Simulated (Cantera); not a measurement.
A Cantera script and what it prints.

```python
import numpy as np
import cantera as ct

gas_names = """
    H H2 P PH PH3 P2 P4
""".split()
cond_names = """
    P(cr) P(L)
""".split()


# ... load() reads the species with a 1 bar reference pressure and builds the phases ...
atoms = {
    'PH3': {'P': 1, 'H': 3},
    'H2': {'H': 2},
}
top_T = {}  # K; cautious upper limits of use, not melting points


# ... equilibrate(T, P, feed) seeds the gas with the atoms and calls Mixture.equilibrate('TP', solver="vcs", rtol=1e-11, max_steps=5000) ...
results = []
feed = {'PH3': 1, 'H2': 1.9}  # mol
P = 13332.2  # Pa
for T in [898, 998, 1098, 1198, 1298, 1398, 1498, 1598, 1698, 1798]:
    mix = equilibrate(T, P, feed)
    results.append((T, P, feed, dict(zip(mix.species_names, mix.species_moles))))

top = {s: max(r[3][s] / sum(r[3][g] for g in gas_names) for r in results) for s in gas_names}
cols = sorted((s for s in top if top[s] > 0.0001), key=lambda s: -top[s])[:7]
seen = [c for c in cond_names if any(r[3].get(c, 0) > 1e-12 for r in results)]
print("log10 of partial pressures in bar; condensed amounts in mol")
print(f"{'T/K':>10s}" + "".join(f"{s[:9]:>10s}" for s in cols + seen))
for T, P, feed, n in results:
    ng = sum(n[g] for g in gas_names)
    print(f"{T:10.4g}" + "".join(f"{np.log10(max(n[s] / ng * P / 1e5, 1e-99)):10.3f}" for s in cols)
          + "".join(f"{n.get(c, 0):10.4g}" for c in seen))
```

Output:

```
log10 of partial pressures in bar; condensed amounts in mol
       T/K        H2        P2        P4         H       PH3
       898    -0.906    -3.652    -2.045   -10.414    -4.646
       998    -0.908    -3.009    -2.065    -9.121    -4.754
      1098    -0.911    -2.508    -2.127    -8.062    -4.857
      1198    -0.918    -2.142    -2.278    -7.180    -4.975
      1298    -0.926    -1.918    -2.573    -6.433    -5.119
      1398    -0.932    -1.817    -3.007    -5.791    -5.285
      1498    -0.934    -1.783    -3.489    -5.232    -5.450
      1598    -0.934    -1.773    -3.947    -4.741    -5.602
      1698    -0.935    -1.769    -4.361    -4.307    -5.737
      1798    -0.935    -1.769    -4.732    -3.921    -5.857
```

Cantera equilibrium calculation (NASA polynomials, part measured and part estimated; ideal gas, pure solids and liquids).
